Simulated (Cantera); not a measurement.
A closed system holds: 1 mol PbO, 4.4 mol CO, 16 mol H2, equilibrated at 10.0 Torr.

Method: chemical equilibrium by Gibbs-energy minimisation in Cantera with the NASA 1993 tables (ideal gas, pure condensed phases). Candidate condensed phases: C, C6H6, C7H8, C8H18, H2O, Pb, PbO, PbO2, Pb3O4; 113 gas species. Equilibrium is a limit: real reactors are often held back by kinetics, nucleation or transport.

Question: Which condensed phases are stable at each of these points (T (K)): 1125, 1200, 1275, 1350, 1425, 1500, 1575, 1650, 1725, 1800, 1875, 1950, 2025, 2100?

Answer: 
| T (K) | condensed phases | Pb condensed (%) |
|---|---|---|
| 1125 | Pb(l) | 70.6 |
| 1200 | gas only | 0.0 |
| 1275 | gas only | 0.0 |
| 1350 | gas only | 0.0 |
| 1425 | gas only | 0.0 |
| 1500 | gas only | 0.0 |
| 1575 | gas only | 0.0 |
| 1650 | gas only | 0.0 |
| 1725 | gas only | 0.0 |
| 1800 | gas only | 0.0 |
| 1875 | gas only | 0.0 |
| 1950 | gas only | 0.0 |
| 2025 | gas only | 0.0 |
| 2100 | gas only | 0.0 |

At 1125 K the condensed part is Pb(l). From 1200 K to 2100 K nothing is condensed.
